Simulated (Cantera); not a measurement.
Charge: 1 mol Cu2O, 3.2 mol C, 0.67 mol N2, held at 10000 Pa.

These are equilibrium values from Cantera (NASA tables, ideal gas, pure condensed phases), not measurements of a reactor. Candidate condensed phases: C, Cu, CuO, Cu2O; 27 gas species. Equilibrium is a limit: real reactors are often held back by kinetics, nucleation or transport.

log p: log10 of the partial pressure in bar; n: condensed amount in mol.

| T (K) | log p CO | log p N2 | log p CO2 | log p Cu | log p Cu2 | log p C2N2 | log p CN | n C(graphite) | n Cu(s) | n Cu(l) |
|---|---|---|---|---|---|---|---|---|---|---|
| 950 | -1.27 | -1.38 | -2.32 | -11.72 | <-13 | <-13 | <-13 | 2.28 | 2.00 | 0 |
| 1100 | -1.23 | -1.40 | -3.51 | -9.23 | <-13 | <-13 | <-13 | 2.21 | 2.00 | 0 |
| 1250 | -1.22 | -1.40 | -4.46 | -7.33 | -11.64 | ___ | <-13 | 2.20 | 2.00 | 0 |
| 1400 | -1.22 | -1.40 | -5.21 | -5.87 | -9.58 | ___ | -11.83 | 2.20 | 0 | 2.00 |
| 1550 | -1.22 | -1.40 | -5.81 | -4.73 | -8.00 | ___ | -10.25 | 2.20 | 0 | 2.00 |
| 1700 | -1.22 | -1.40 | -6.30 | -3.80 | -6.72 | ___ | -8.95 | 2.20 | 0 | 2.00 |
| 1850 | -1.23 | -1.40 | -6.71 | -3.02 | -5.65 | ___ | -7.87 | 2.20 | 0 | 1.98 |

Task: What belongs in the gaps?

Result: 
- 1250, log p C2N2: -12.03
- 1400, log p C2N2: -10.63
- 1550, log p C2N2: -9.51
- 1700, log p C2N2: -8.58
- 1850, log p C2N2: -7.80
